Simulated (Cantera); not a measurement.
Input (Python, Cantera) and output of one run.

```python
import numpy as np
import cantera as ct

gas_names = """
    CL CL2 H HCL H2 Si SiCL SiCL2 SiCL3 SiCL4 SiH SiHCL3 SiH2 SiH2CL2 SiH3 SiH3CL SiH4 Si2 Si3
""".split()
cond_names = """
    Si(cr) Si(L)
""".split()


# ... load() reads the species with a 1 bar reference pressure and builds the phases ...
atoms = {
    'SiCl4': {'Si': 1, 'CL': 4},
    'HCl': {'H': 1, 'CL': 1},
    'H2': {'H': 2},
}
top_T = {}  # K; cautious upper limits of use, not melting points


# ... equilibrate(T, P, feed) seeds the gas with the atoms and calls Mixture.equilibrate('TP', solver="vcs", rtol=1e-11, max_steps=5000) ...
results = []
feed = {'SiCl4': 1, 'HCl': 1.1, 'H2': 9.4}  # mol
P = 133.322  # Pa
for T in [2098, 2148, 2198, 2248, 2298, 2348, 2398, 2448, 2498]:
    mix = equilibrate(T, P, feed)
    results.append((T, P, feed, dict(zip(mix.species_names, mix.species_moles))))

top = {s: max(r[3][s] / sum(r[3][g] for g in gas_names) for r in results) for s in gas_names}
cols = sorted((s for s in top if top[s] > 1e-05), key=lambda s: -top[s])[:9]
seen = [c for c in cond_names if any(r[3].get(c, 0) > 1e-12 for r in results)]
print("log10 of partial pressures in bar; condensed amounts in mol")
print(f"{'T/K':>10s}" + "".join(f"{s[:9]:>10s}" for s in cols + seen))
for T, P, feed, n in results:
    ng = sum(n[g] for g in gas_names)
    print(f"{T:10.4g}" + "".join(f"{np.log10(max(n[s] / ng * P / 1e5, 1e-99)):10.3f}" for s in cols)
          + "".join(f"{n.get(c, 0):10.4g}" for c in seen))
```

It prints:

```
log10 of partial pressures in bar; condensed amounts in mol
       T/K        H2         H       HCL        CL        Si     SiCL2      SiCL       SiH     SiCL3
      2098    -3.109    -4.066    -3.466    -4.556    -4.573    -4.180    -5.207    -6.391    -6.873
      2148    -3.131    -3.945    -3.464    -4.414    -4.442    -4.272    -5.155    -6.316    -7.019
      2198    -3.156    -3.832    -3.467    -4.281    -4.340    -4.389    -5.133    -6.271    -7.191
      2248    -3.186    -3.727    -3.478    -4.159    -4.264    -4.534    -5.139    -6.251    -7.393
      2298    -3.219    -3.628    -3.500    -4.051    -4.212    -4.709    -5.172    -6.254    -7.632
      2348    -3.256    -3.537    -3.533    -3.958    -4.179    -4.913    -5.232    -6.278    -7.906
      2398    -3.299    -3.452    -3.578    -3.878    -4.162    -5.145    -5.314    -6.319    -8.215
      2448    -3.348    -3.375    -3.636    -3.812    -4.158    -5.399    -5.415    -6.375    -8.553
      2498    -3.405    -3.306    -3.706    -3.758    -4.163    -5.670    -5.530    -6.442    -8.915
```

These are equilibrium values from Cantera (NASA tables, ideal gas, pure condensed phases), not measurements of a reactor. The tables' values for SiCl, SiCl3 are old estimates; treat these amounts as uncertain. Gases not in the tables: Si2H6 and higher silanes.
